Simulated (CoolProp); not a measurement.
Dimethyl carbonate along the isotherm 521 K: density (kg/m³) from the reference equation and from simpler models built on Tc = 557.0 K, pc = 49.09 bar, ω = 0.346; each cubic takes its own stable root.

Values from CoolProp's reference Helmholtz-energy equation of state, Zhou 2011.

```json
[
 {"p (bar)": "2.23", "phase": "gas", "reference": "4.730", "van der Waals": "4.713", "Soave-Redlich-Kwong": "4.731", "Peng-Robinson": "4.740"},
 {"p (bar)": "4.46", "phase": "gas", "reference": "9.660", "van der Waals": "9.587", "Soave-Redlich-Kwong": "9.661", "Peng-Robinson": "9.699"},
 {"p (bar)": "6.69", "phase": "gas", "reference": "14.81", "van der Waals": "14.64", "Soave-Redlich-Kwong": "14.82", "Peng-Robinson": "14.90"},
 {"p (bar)": "8.93", "phase": "gas", "reference": "20.24", "van der Waals": "19.91", "Soave-Redlich-Kwong": "20.25", "Peng-Robinson": "20.41"},
 {"p (bar)": "11.2", "phase": "gas", "reference": "26.04", "van der Waals": "25.48", "Soave-Redlich-Kwong": "26.04", "Peng-Robinson": "[?]"},
 {"p (bar)": "13.4", "phase": "gas", "reference": "31.99", "van der Waals": "31.12", "Soave-Redlich-Kwong": "31.99", "Peng-Robinson": "32.39"},
 {"p (bar)": "15.6", "phase": "gas", "reference": "38.32", "van der Waals": "37.03", "Soave-Redlich-Kwong": "38.30", "Peng-Robinson": "38.88"},
 {"p (bar)": "17.9", "phase": "gas", "reference": "[?]", "van der Waals": "43.55", "Soave-Redlich-Kwong": "45.37", "Peng-Robinson": "46.18"},
 {"p (bar)": "20.1", "phase": "gas", "reference": "52.78", "van der Waals": "50.16", "Soave-Redlich-Kwong": "52.68", "Peng-Robinson": "53.76"},
 {"p (bar)": "22.3", "phase": "gas", "reference": "60.83", "van der Waals": "57.20", "Soave-Redlich-Kwong": "60.64", "Peng-Robinson": "62.07"},
 {"p (bar)": "24.5", "phase": "gas", "reference": "69.81", "van der Waals": "64.76", "Soave-Redlich-Kwong": "[?]", "Peng-Robinson": "71.31"}
]
```

Question: Some entries are withheld; supply them.

Answer: 
- 11.2, Peng-Robinson: 26.31
- 17.9, reference: 45.42
- 24.5, Soave-Redlich-Kwong: 69.45
